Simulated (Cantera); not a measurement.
A perfectly stirred reactor is fed with CH4 : CO : O2 : N2 = 1 : 0.047 : 2.02 : 7.61 (molar parts), equivalence ratio 1.0, at 368 Torr; it is adiabatic with a 375 K inlet, and is followed from long to short residence time, starting on the burning branch (τ in s: 0.13, 0.06, 0.028, 0.013, 0.0062, 0.0029, 0.0014, 0.00063, 0.0003, 0.00014, 6.5e-05, 3e-05).

Model: GRI-Mech 3.0 (53 species, 325 reactions), integrated in Cantera.

One state of this run: T (K) = 2194; x CH4 = 7.09e-6; x CO = 0.0164; x O2 = 0.00948; x H2 = 0.00671; x NO2 = 8.91e-8. x: mole fraction; the columns are a selection and need not sum to one.

Question: Which value of τ (s) does it belong to?
(A) 0.00030
(B) 0.00063
(C) 0.028
(D) 0.060

Answer: D, 0.060
